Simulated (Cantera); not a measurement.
Charge: 1 mol CaO, 12 mol HBr, 1.8 mol H2, held at 0.100 bar.

Equilibrium computed with Cantera from the NASA thermochemical tables; the gas is ideal and each condensed phase is pure. Candidate condensed phases: Br2, Ca, CaBr2, CaO, Ca(OH)2, H2O; 19 gas species. Equilibrium is a limit: real reactors are often held back by kinetics, nucleation or transport.

x: gas mole fraction; n: condensed amount in mol.

```
T (K)  x HBr   x H2   x H2O   x CaBr2      x Br  n CaBr2(s)  n CaBr2(l)
-----  -----  -----  ------  --------  --------  ----------  ----------
625    0.781  0.141  0.0781    <1e-12  4.68e-10        1.00           0
775    0.781  0.141  0.0781  1.82e-10   1.28e-7        1.00           0
925    0.781  0.141  0.0781         …         …       1.000           0
1075   0.781  0.141  0.0781   3.68e-5   9.09e-5           0       1.000
1225   0.779  0.141  0.0780         …         …           0       0.986
1375   0.765  0.140  0.0768    0.0145   0.00372           0       0.811
1525   0.706  0.136  0.0720    0.0720    0.0131           0           0
1675   0.675  0.146  0.0712    0.0712    0.0360           0           0
```

Question: What belongs in the gaps?

Answer: 
- 1225, x CaBr2: 0.00110
- 1225, x Br: 0.000734
- 925, x CaBr2: 2.57e-7
- 925, x Br: 5.76e-6
